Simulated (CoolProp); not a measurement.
Properties of trans-2-butene along the isobar 4.51 MPa.

Values from CoolProp's reference Helmholtz-energy equation of state, Lemmon 2005. It is a short technical equation, of lower accuracy than the large ones.

| T (K) | phase | cp (kJ/(kg K)) | speed of sound (m/s) | Joule-Thomson coefficient (K/MPa) | isothermal compressibility (1/MPa) | fugacity coefficient |
|---|---|---|---|---|---|---|
| 393.3 | liquid | 3.020 | 475.8 | 0.5078 | 0.01472 | 0.3986 |
| 407.9 | liquid | 3.336 | 386.4 | 1.019 | 0.02577 | 0.4795 |
| 422.6 | liquid | 4.163 | 277.6 | 2.361 | 0.06745 | 0.5634 |
| 437.2 | supercritical | 14.23 | 134.7 | 14.30 | 1.688 | 0.6401 |
| 451.8 | supercritical | 3.951 | 167.8 | 12.55 | 0.5174 | 0.6853 |
| 466.5 | supercritical | 3.187 | 189.0 | 10.23 | 0.3939 | 0.7201 |
| 481.1 | supercritical | 2.926 | 204.9 | 8.668 | 0.3434 | 0.7490 |
| 495.7 | supercritical | 2.806 | 218.1 | 7.517 | 0.3148 | 0.7739 |
| 510.4 | supercritical | 2.747 | 229.5 | 6.620 | 0.2960 | 0.7959 |
| 525 | supercritical | 2.720 | 239.5 | 5.905 | 0.2828 | 0.8152 |

The peak of cp marks the crossing from liquid-like to gas-like fluid above the critical point.
